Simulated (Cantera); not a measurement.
Feed: 1 mol Cu, 0.52 mol F₂, 0.65 mol H₂, at 290 Pa.

Cantera equilibrium calculation (NASA polynomials, part measured and part estimated; ideal gas, pure solids and liquids). Candidate condensed phases: Cu, CuF₂; 15 gas species. Kinetics and transport are ignored.

Which condensed phases are stable at each of these points (T (°C)): 450, 550, 650, 750, 850, 950, 1050, 1150, 1250?


| T (°C) | condensed phases | Cu condensed (%) |
|---|---|---|
| 450 | Cu(s) | 100.0 |
| 550 | Cu(s) | 100.0 |
| 650 | Cu(s) | 100.0 |
| 750 | Cu(s) | 100.0 |
| 850 | Cu(s) | 100.0 |
| 950 | Cu(s) | 100.0 |
| 1050 | Cu(s) | 100.0 |
| 1150 | Cu(l) | 99.9 |
| 1250 | Cu(l) | 99.4 |

From 450 °C to 1050 °C the condensed part is Cu(s). From 1150 °C to 1250 °C the condensed part is Cu(l).
